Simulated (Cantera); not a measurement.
Input: 1 mol BCl₃, 12 mol H₂O, 79 mol N₂, at 750 K and 51.0 mbar.

Equilibrium computed with Cantera from the NASA thermochemical tables; the gas is ideal and each condensed phase is pure. Candidate condensed phases: B, BN, B₂O₃, B₃O₃H₃, H₂O, NH₄Cl; 49 gas species. Gases not in the tables: H₃BO₃. Equilibrium is a limit: real reactors are often held back by kinetics, nucleation or transport.

Base state: N₂ 0.855, H₂O 0.112, HCl 0.0325, (HBO₂)₃ 0.00114 (mole fractions); condensed: B₂O₃(l).

Task: What changes in the equilibrium state with this change: H₂O from 12 to 1.4 mol?

Result: 
| species | before | after |
|---|---|---|
| N₂ | 0.855 | 0.965 |
| HCl | 0.0325 | 0.0342 |
| BCl₃ | <1e-9 | 0.000739 |
| H₂O | 0.112 | 1.97e-9 |
| (HBO₂)₃ | 0.00114 | <1e-9 |
| B₃O₃Cl₃ | <1e-9 | 7.54e-5 |
| B₂O₃(l), mol | 0.342 | 0.460 |
